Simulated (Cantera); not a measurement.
**Thermodynamics of halide evaporation, hydrolysis and transport, feed NaI + N2**

Charge: 1 mol NaI, 8.5 mol N2, equilibrated at 10.0 Torr.

Equilibrium computed with Cantera from the NASA thermochemical tables; the gas is ideal and each condensed phase is pure. Candidate condensed phases: I2, Na, NaI; 7 gas species. Gases not in the tables: NaBr and NaI dimers. Rates play no part.

At 923 K the condensed part is NaI(s). At 1023 K the condensed part is NaI(l). From 1123 K to 1923 K nothing is condensed.

| T (K) | x N2 | x NaI | x Na | x I | x I2 | x Na2 | n NaI(s) | n NaI(l) |
|---|---|---|---|---|---|---|---|---|
| 923 | 0.988 | 0.0121 | 4.82e-7 | 4.82e-7 | 4.70e-12 | <1e-12 | 0.896 | 0 |
| 1023 | 0.901 | 0.0985 | 9.66e-6 | 9.66e-6 | 2.66e-10 | <1e-12 | 0 | 0.0707 |
| 1123 | 0.895 | 0.105 | 4.96e-5 | 4.96e-5 | 1.40e-9 | 5.73e-12 | 0 | 0 |
| 1223 | 0.895 | 0.105 | 0.000190 | 0.000190 | 5.28e-9 | 4.34e-11 | 0 | 0 |
| 1323 | 0.894 | 0.105 | 0.000592 | 0.000592 | 1.63e-8 | 2.41e-10 | 0 | 0 |
| 1423 | 0.893 | 0.104 | 0.00157 | 0.00157 | 4.26e-8 | 1.05e-9 | 0 | 0 |
| 1523 | 0.891 | 0.101 | 0.00364 | 0.00364 | 9.70e-8 | 3.68e-9 | 0 | 0 |
| 1623 | 0.888 | 0.0969 | 0.00754 | 0.00754 | 1.95e-7 | 1.08e-8 | 0 | 0 |
| 1723 | 0.882 | 0.0897 | 0.0141 | 0.0141 | 3.47e-7 | 2.70e-8 | 0 | 0 |
| 1823 | 0.873 | 0.0789 | 0.0238 | 0.0238 | 5.47e-7 | 5.72e-8 | 0 | 0 |
| 1923 | 0.862 | 0.0648 | 0.0366 | 0.0366 | 7.57e-7 | 1.03e-7 | 0 | 0 |
x: gas mole fraction; n: condensed amount in mol.
